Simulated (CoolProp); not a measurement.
A Linde-Hampson liquefier for carbon monoxide: isothermal reversible compression at 200 K from 1 atm to 40 MPa, throttling to 1 atm, return gas leaving the recuperator 10 K below the feed. Each further row changes one setting.

Model: reference Helmholtz-energy equation of state, Lemmon 2006, in CoolProp. It is a short technical equation, of lower accuracy than the large ones.

```json
[
 {"case": "as stated", "liquid yield per pass": "…", "compression work (kJ/kg of gas)": "335"},
 {"case": "high pressure 80 MPa", "liquid yield per pass": "…", "compression work (kJ/kg of gas)": "…"},
 {"case": "warm-end temperature 230 K", "liquid yield per pass": "…", "compression work (kJ/kg of gas)": "…"},
 {"case": "warm-end gap 15 K", "liquid yield per pass": "…", "compression work (kJ/kg of gas)": "335"}
]
```

### Question
Some entries are withheld; supply them.

### Answer

- as stated, liquid yield per pass: 0.256
- high pressure 80 MPa, liquid yield per pass: 0.188
- high pressure 80 MPa, compression work (kJ/kg of gas): 402
- warm-end temperature 230 K, liquid yield per pass: 0.186
- warm-end temperature 230 K, compression work (kJ/kg of gas): 399
- warm-end gap 15 K, liquid yield per pass: 0.244
